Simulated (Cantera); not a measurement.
A Cantera script and its output.

```python
import numpy as np
import cantera as ct

gas = ct.Solution("gri30.yaml")
gas.TPX = 550, 16000, {'CO': 1, 'H2': 0.091, 'CH4': 0.063, 'O2': 0.79, 'N2': 2.97, 'H2O': 0.12}
flame = ct.FreeFlame(gas, width=0.14)
flame.set_refine_criteria(ratio=3, slope=0.08, curve=0.16)
flame.transport_model = "mixture-averaged"
flame.solve(loglevel=0, auto=True)
z, T = flame.grid, flame.T
thick = (T[-1] - T[0]) / np.gradient(T, z).max()
show = ['CO', 'H2', 'CH4', 'CH2O', 'HCN', 'CO2']
print(f"laminar burning velocity  {flame.velocity[0] * 100:.3f} cm/s")
print(f"burnt temperature         {T[-1]:.1f} K")
print(f"thermal thickness         {thick * 1e3:.4f} mm")
print(f"grid points               {len(z)}")
z0 = z[flame.heat_release_rate.argmax()]
print(f"{'z/mm':>9s}{'T/K':>9s}{'u/(m/s)':>9s}" + "".join(f"{s:>11s}" for s in show))
rows = []
for k in (-3, -2, -1.5, -1, -0.5, -0.25, 0, 0.25, 0.5, 1, 2, 4, 8):
    zz = z0 + k * thick
    rows.append([k * thick, np.interp(zz, z, T), np.interp(zz, z, flame.velocity),
                 *(np.interp(zz, z, flame.X[gas.species_index(s)]) for s in show)])
    print(f"{rows[-1][0] * 1e3:9.3f}{rows[-1][1]:9.1f}{rows[-1][2]:9.3f}" + "".join(f"{x:11.3e}" for x in rows[-1][3:]))
```

Output:

```
laminar burning velocity  170.668 cm/s
burnt temperature         2277.8 K
thermal thickness         4.7382 mm
grid points               188
     z/mm      T/K  u/(m/s)         CO         H2        CH4       CH2O        HCN        CO2
  -14.215    550.0    1.707  1.986e-01  1.808e-02  1.251e-02  4.531e-15  4.388e-19  1.567e-13
   -9.476    550.0    1.707  1.986e-01  1.808e-02  1.251e-02  2.053e-12  4.532e-19  4.918e-11
   -7.107    550.0    1.707  1.986e-01  1.807e-02  1.251e-02  5.268e-11  8.139e-19  1.164e-09
   -4.738    550.0    1.707  1.987e-01  1.806e-02  1.252e-02  5.650e-09  4.557e-17  1.317e-07
   -2.369    563.7    1.749  1.981e-01  1.786e-02  1.247e-02  5.907e-06  5.710e-13  4.715e-04
   -1.185    708.8    2.197  1.922e-01  1.695e-02  1.146e-02  2.732e-05  1.086e-10  6.656e-03
    0.000   1092.7    3.378  1.716e-01  1.238e-02  2.891e-03  8.452e-05  2.964e-09  3.456e-02
    1.185   1325.4    4.047  1.286e-01  5.971e-03  1.585e-05  1.088e-06  1.187e-09  8.380e-02
    2.369   1449.9    4.365  9.533e-02  5.899e-03  1.707e-08  1.641e-09  7.580e-11  1.210e-01
    4.738   1584.5    4.703  7.214e-02  6.690e-03  3.895e-13  3.003e-11  4.571e-13  1.482e-01
    9.476   1715.6    5.044  6.723e-02  6.368e-03  1.344e-17  1.681e-11  1.837e-13  1.554e-01
   18.953   1847.9    5.383  6.298e-02  5.452e-03  2.711e-18  1.180e-11  2.814e-13  1.617e-01
   37.905   1973.6    5.695  5.577e-02  4.383e-03  8.346e-19  9.032e-12  3.847e-13  1.710e-01
```

Computed with Cantera and GRI-Mech 3.0 (53 species, 325 reactions). Burning velocities carry a grid error of a few per cent, more on coarse grids.
